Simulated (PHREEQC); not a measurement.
Solution (25 °C): 0.3 mol/kgw NaHF2. Closed to the air; pH follows from the charge balance.

Equilibrium calculation in PHREEQC: ion-association model, phreeqc.dat.

```
quantity        before    after
--------------  ------  -------
pH                2.95     3.08
HF (mol/kgw)     0.181   0.0495
F- (mol/kgw)     0.171   0.0503
HF2- (mol/kgw)   0.117  0.00955
NaF (mol/kgw)   0.0131  0.00110
```

Task: What was changed between the two runs?
(A) diluted 100-fold with water
(B) diluted 10-fold with water
(C) diluted 5-fold with water
(D) temperature from 25 to 55 °C

Result: C, diluted 5-fold with water

Precipitation was switched off in this run.
